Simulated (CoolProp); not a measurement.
Vapour-liquid equilibrium of isohexane (1) + n-heptane (2) at 168 kPa; x and y are mole fractions of (1).

Computed with CoolProp (multi-fluid Helmholtz-energy mixture model, Lemmon 2006 and Span 2003; pair parameters Bell 2016).

```tsv
x	bubble temperature, mixture model (°C)	bubble temperature, Raoult's law (°C)	y, mixture model	y, Raoult's law
0.05	113.6	113.4	0.117	0.126
0.125	109.4	109.1	?	0.285
0.2	105.5	105.1	?	0.415
0.275	101.9	101.4	0.500	0.523
0.35	98.6	98.0	0.590	0.612
0.425	95.5	94.9	?	0.687
0.5	92.6	92.0	?	0.751
0.575	?	89.3	0.790	0.805
0.65	87.3	86.8	0.840	0.852
0.725	84.8	84.5	0.883	0.892
0.8	?	82.3	0.921	0.927
0.875	80.4	80.2	0.954	0.957
0.95	78.3	78.3	0.983	0.984
```

**Question.** Complete the blanks.

**Answer.** 
- 0.125, y, mixture model: 0.268
- 0.2, y, mixture model: 0.394
- 0.425, y, mixture model: 0.667
- 0.5, y, mixture model: 0.733
- 0.575, bubble temperature, mixture model (°C): 89.8
- 0.8, bubble temperature, mixture model (°C): 82.5

The largest gap from Raoult's law is +0.6 K in bubble temperature, at x = 0.425. No azeotrope shows between x = 0.05 and 0.95.

The pair parameters rest on a limited set of measurements; away from them the model extrapolates.
